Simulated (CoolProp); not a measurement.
Vapour-liquid equilibrium of ethanol (1) + n-heptane (2) at 0.723 MPa; x and y are mole fractions of (1).

Model: multi-fluid Helmholtz-energy mixture model, Schroeder 2014 and Span 2003; pair parameters Bell 2016, in CoolProp.

Q: Give the bubble temperature and the first vapour's composition at x = 0.2, 0.275, 0.425. Is there an azeotrope?

A: x = 0.2: 420.1 K, y = 0.540; x = 0.275: 416.5 K, y = 0.590; x = 0.425: 413.0 K, y = 0.648. y crosses x between x = 0.8 and 0.875: the model has an azeotrope there.

Pair parameters are fitted to limited data, so mixtures are less certain than the pure fluids. With so large a gap from Raoult's law the liquid may split in two, which this calculation doesn't test in full.
